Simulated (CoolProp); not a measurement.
Computed with CoolProp (reference Helmholtz-energy equation of state, Wagner 2002).

Q: For water, give the phase and the expansivity (1/kK), viscosity (µPa s), conductivity (mW/(m K)) at 991.8 K and 594 bar.

A: 
- 991.8 K and 594 bar: supercritical; expansivity 1.91, viscosity 43.4, conductivity 164

Viscosity comes from a separate model (Huber 2009). Thermal conductivity comes from a separate model (Huber 2012).
